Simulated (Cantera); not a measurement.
**(CH3)2SiCl2 + C2H2 + H2 (silicon carbide growth)**

Charge: 1 mol (CH3)2SiCl2, 0.38 mol C2H2, 4.2 mol H2, at 1025 K.

Cantera equilibrium calculation (NASA polynomials, part measured and part estimated; ideal gas, pure solids and liquids). Candidate condensed phases: C, C6H6, C7H8, C8H18, Si, SiC; 109 gas species. The feed counts by its element totals alone. The tables' values for SiCl3 are old estimates; treat these amounts as uncertain. Equilibrium is a limit: real reactors are often held back by kinetics, nucleation or transport.

From 100 Pa to 100000 Pa the condensed part is C(graphite) + SiC(s). The main Si-bearing gas is SiCl4 throughout. The share of Si in condensed phases is highest at 100 Pa (96.6 %) and lowest at 100000 Pa (63.6 %).

```
P (Pa)   x H2   x HCl     x CH4  x SiCl4  x SiHCl3  n C(graphite)  n SiC(s)
------  -----  ------  --------  -------  --------  -------------  --------
100     0.778   0.218   4.44e-5  0.00371  0.000114           1.79     0.966
270     0.788   0.204  0.000123  0.00743  0.000247           1.83     0.933
720     0.803   0.184  0.000341   0.0126  0.000473           1.87     0.888
1900    0.819   0.161  0.000936   0.0186  0.000814           1.92     0.835
5200    0.835   0.136   0.00267   0.0249   0.00132           1.96     0.780
14000   0.847   0.113   0.00738   0.0309   0.00200           1.97     0.728
37000   0.849  0.0921    0.0196   0.0364   0.00289           1.92     0.680
100000  0.829  0.0737    0.0505   0.0423   0.00409           1.73     0.636
```
x: gas mole fraction; n: condensed amount in mol.
